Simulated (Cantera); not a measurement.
A jet of 1.49 % H2, 8.02 % O2, 90.5 % N2, equivalence ratio 0.093 at 300 K and 82.5 Torr hits a platinum plate 3.1 cm away at a mass flux of 0.082 kg/m²/s; the plate temperature is set and raised in steps from an oxygen-covered start.

Detailed kinetics in Cantera: Deutschmann's 1995 Pt surface mechanism with GRI-Mech 3.0 gas chemistry. Catalytic surfaces can have several steady states; this one follows from the mechanism file's or the stated starting coverage.

x: mole fraction at the wall; θ: surface coverage.

```tsv
plate T (K)	wall x H2	wall x O2	wall x H2O	wall x OH	θ free Pt	θ O*	θ OH*
600	0.00194	0.0664	0.0251	<1e-8	0.0481	0.947	0.00490
650	0.00192	0.0664	0.0249	<1e-8	0.0509	0.946	0.00329
700	0.00181	0.0663	0.0249	<1e-8	___	0.941	___
750	0.00149	0.0660	0.0254	<1e-8	0.0736	0.924	0.00198
800	___	0.0656	0.0260	<1e-8	___	0.890	___
```

Question: What belongs in the gaps?

Answer: 
- 700, θ free Pt: 0.0567
- 700, θ OH*: 0.00240
- 800, wall x H2: 0.00108
- 800, θ free Pt: 0.108
- 800, θ OH*: 0.00179
